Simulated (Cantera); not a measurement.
An isothermal, constant-pressure homogeneous reactor starts with N2O = 1 (molar parts), at 1500 K and 110000 Pa. Integrator tolerance rtol = 1e-08.

Model: GRI-Mech 3.0 (53 species, 325 reactions), integrated in Cantera. GRI-Mech 3.0 was tuned for natural gas; its chemistry of N2O as a main component is partial and can be far from experiment. The temperature is held fixed by assumption; the heat of reaction is taken as removed at once.

Problem. What does this change do: temperature 1500 to 1123 K?

Solution. 
| quantity | before | after |
|---|---|---|
| x(N2O) at 30.0 s | 4.93e-6 (gas-phase equilibrium 8.41e-8) | 0.0438 (gas-phase equilibrium 8.66e-9) |
| x(O) at 30.0 s | 2.03e-6 (gas-phase equilibrium 2.24e-6) | 5.25e-8 (gas-phase equilibrium 2.44e-9) |
| x(NO2) at 30.0 s | 0.000773 (gas-phase equilibrium 1.00e-5) | 0.000529 (gas-phase equilibrium 4.02e-6) |
| x(O2) at 30.0 s | 0.272 (gas-phase equilibrium 0.333) | 0.301 (gas-phase equilibrium 0.333) |
| x(NO) at 30.0 s | 0.121 (gas-phase equilibrium 0.00142) | 0.0343 (gas-phase equilibrium 0.000122) |
| x(N2) at 30.0 s | 0.606 (gas-phase equilibrium 0.666) | 0.620 (gas-phase equilibrium 0.667) |
The mechanism lacks the step 2 NO + O2 → 2 NO2, which can matter for NO2 below about 1400 K.
